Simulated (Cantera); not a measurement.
A perfectly stirred reactor is fed with 4.45 % CH4, 19.0 % O2, 71.2 % N2, 5.34 % CO2, equivalence ratio 0.47, at 84000 Pa; it is adiabatic with a 350 K inlet, and is followed from long to short residence time, starting on the burning branch (τ in s: 0.27, 0.12, 0.055, 0.025, 0.011, 0.0049, 0.0022, 0.00099, 0.00044, 0.0002, 8.9e-05).

Detailed kinetics in Cantera: GRI-Mech 3.0 (53 species, 325 reactions).

One state of this run: T (K) = 1370; x CH4 = 8.88e-5; x O2 = 0.101; x CO2 = 0.0967; x OH = 0.000323; x CH3 = 7.27e-6; x H = 1.11e-5. x: mole fraction; the columns are a selection and need not sum to one.

### Question
Which value of τ (s) does it belong to?
(A) 0.055
(B) 0.011
(C) 0.27
(D) 0.025

### Answer
A, 0.055
